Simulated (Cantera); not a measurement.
Stirred combustor or abatement burner

A perfectly stirred reactor is fed with 3.30 % CH4, 1.32 % C2H6, 20.1 % O2, 75.3 % N2, at 1.30 bar; it is adiabatic with a 675 K inlet, and is followed from long to short residence time, starting on the burning branch (τ in s: 0.36, 0.13, 0.047, 0.017, 0.006, 0.0022, 0.00078, 0.00028, 0.0001, 3.6e-05, 1.3e-05, 4.7e-06).

Cantera simulation using GRI-Mech 3.0 (53 species, 325 reactions); the numbers are that mechanism's predictions, not measurements.

```
τ (s)    T (K)     x CH4   x C2H6    x O2   x H2O2     x CH3       x H
-------  -----  --------  -------  ------  -------  --------  --------
0.36      1902   1.31e-6  9.31e-8  0.0873  5.30e-8   4.39e-7   7.75e-6
0.13      1900   2.91e-6  2.25e-7  0.0873  6.26e-8   9.58e-7   1.34e-5
0.047     1896   5.92e-6  5.03e-7  0.0873  8.23e-8   1.87e-6   2.90e-5
0.017     1887   1.15e-5  1.06e-6  0.0874  1.17e-7   3.42e-6   7.03e-5
0.0060    1873   2.24e-5  2.19e-6  0.0875  1.71e-7   6.26e-6  0.000177
0.0022    1849   4.38e-5  4.41e-6  0.0880  2.48e-7   1.15e-5  0.000414
0.00078   1808   9.31e-5  9.44e-6  0.0891  3.67e-7   2.24e-5  0.000903
0.00028   1745  0.000224  2.25e-5  0.0918  5.55e-7   4.82e-5   0.00166
0.00010   1635  0.000828  8.16e-5  0.0999  9.28e-7  0.000148   0.00203
3.6e-5     675    0.0330   0.0132   0.201   <1e-12    <1e-12    <1e-12
1.3e-5     675    0.0330   0.0132   0.201   <1e-12    <1e-12    <1e-12
4.7e-6     675    0.0330   0.0132   0.201   <1e-12    <1e-12    <1e-12
```
x: mole fraction; the columns are a selection and need not sum to one.
